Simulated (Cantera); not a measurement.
Input: 1 mol CH2F2, 0.012 mol Si, held at 1125 K and 7.43 Torr.

Cantera equilibrium calculation (NASA polynomials, part measured and part estimated; ideal gas, pure solids and liquids). Candidate condensed phases: C, C6H6, C7H8, C8H18, Si, SiC; 113 gas species. The numbers say what is thermodynamically allowed, not how fast it happens.

Base state: HF 0.982, H2 0.0121, SiF4 0.00604 (mole fractions); condensed: C(graphite).

What changes in the equilibrium state with this change: Si from 0.012 to 0.022 mol?


```
species            before   after
----------------  -------  ------
HF                  0.982   0.967
H2                 0.0121  0.0222
SiF4              0.00604  0.0111
C(graphite), mol     1.00    1.00
```
